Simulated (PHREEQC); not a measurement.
A solution holds 29 mmol/kgw HF, 0.63 mmol/kgw (CH3)4NF, 44 mmol/kgw (NH4)2SiF6, 3.7 mmol/kgw HCl and 6.4 mmol/kgw NaF, at 5 °C. Closed to the air; pH follows from the charge balance.

All values are PHREEQC results (ion-association model, wateq4f.dat), not measurements.

Precipitation was switched off in this run.

Estimate the pH, ionic strength.

pH 2.41; ionic strength 0.144 mol/kgw.

In which forms is F present?

SiF6-2 88 %, HF 7.4 %, F- 2.5 %, H2F2 1.8 % of the F.

Complexes and solids missing from the database can't appear. (CH3)4N+ isn't in the database: it is added as a free cation with an ion size of 4 Å. At this temperature some constants are extrapolated from 25 °C, and those without enthalpy data are left unchanged. SiF6-2 is the database's only silicon fluoride.
